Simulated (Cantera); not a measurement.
Cantera run:

```python
import numpy as np
import cantera as ct

gas_names = """
    AL ALCL ALCL2 ALCL3 ALN AL2 AL2CL6 CL CL2 N N2
""".split()
cond_names = """
    AL(cr) AL(L) ALCL3(s) ALCL3(L) ALN(s)
""".split()


# ... load() reads the species with a 1 bar reference pressure and builds the phases ...
atoms = {
    'AlN': {'AL': 1, 'N': 1},
    'Cl2': {'CL': 2},
}
top_T = {'ALN(s)': 2750}  # K; cautious upper limits of use, not melting points


# ... equilibrate(T, P, feed) seeds the gas with the atoms and calls Mixture.equilibrate('TP', solver="vcs", rtol=1e-11, max_steps=5000) ...
results = []
feed = {'AlN': 1, 'Cl2': 0.69}  # mol
T = 1448.15  # K
P = 170000  # Pa
mix = equilibrate(T, P, feed)
results.append((T, P, feed, dict(zip(mix.species_names, mix.species_moles))))
x = sorted(zip(gas.X, gas.species_names), reverse=True)
print(f"T = {T:g} K  P = {P:g} Pa  gas = {mix.phase_moles(0):.4g} mol")
print("   x: " + "  ".join(f"{s} {v:.3e}" for v, s in x if v > 1e-05))
print("   condensed (mol): " + ("  ".join(f"{mix.phase(i).name} {mix.phase_moles(i):.4g}"
      for i in range(1, mix.n_phases) if mix.phase_moles(i) > 1e-12) or "none"))
```

It prints:

```
T = 1448.15 K  P = 170000 Pa  gas = 0.69 mol
   x: ALCL3 6.629e-01  N2 3.337e-01  ALCL2 2.199e-03  AL2CL6 1.158e-03  ALCL 6.945e-05
   condensed (mol): ALN(s) 0.5395
```

Method: chemical equilibrium by Gibbs-energy minimisation in Cantera with the NASA 1993 tables (ideal gas, pure condensed phases). The tables' values for AlCl2 are old estimates; treat these amounts as uncertain.
